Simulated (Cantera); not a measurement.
A closed system holds: 1 mol SiCl₄, 0.042 mol Cl₂, 37 mol H₂, equilibrated at 725 °C and 0.0440 bar.

These are equilibrium values from Cantera (NASA tables, ideal gas, pure condensed phases), not measurements of a reactor. Candidate condensed phases: Si; 19 gas species. The tables' values for SiCl₃ are old estimates; treat these amounts as uncertain. The numbers say what is thermodynamically allowed, not how fast it happens.

Base state: H₂ 0.959, SiCl₄ 0.0168, HCl 0.0163, SiHCl₃ 0.00685, SiCl₃ 0.000566, SiCl₂ 0.000469, SiH₂Cl₂ 0.000301 (mole fractions); condensed: Si(s).

Task: What changes in the equilibrium state with this change: H₂ from 37 to 960 mol?

Result: 
```json
[
 {"species": "H₂", "before": "0.959", "after": "0.996"},
 {"species": "HCl", "before": "0.0163", "after": "0.00374"},
 {"species": "SiHCl₃", "before": "0.00685", "after": "7.95e-5"},
 {"species": "SiCl₄", "before": "0.0168", "after": "4.30e-5"},
 {"species": "SiCl₃", "before": "0.000566", "after": "6.45e-6"},
 {"species": "SiCl₂", "before": "0.000469", "after": "2.37e-5"},
 {"species": "SiH₂Cl₂", "before": "0.000301", "after": "1.58e-5"},
 {"species": "Si(s), mol", "before": "0.0488", "after": "0.837"}
]
```

Task: What changes in the equilibrium state with this change: SiCl₄ replaced by Si₃H₈?

Result: 
```
species       before    after
----------  --------  -------
H₂             0.959    0.998
HCl           0.0163  0.00197
SiHCl₃       0.00685  1.17e-5
SiCl₄         0.0168  3.33e-6
SiCl₃       0.000566  9.47e-7
SiCl₂       0.000469  6.60e-6
SiH₂Cl₂     0.000301  4.42e-6
Si(s), mol    0.0488     3.00
```
The feed counts by its element totals alone.
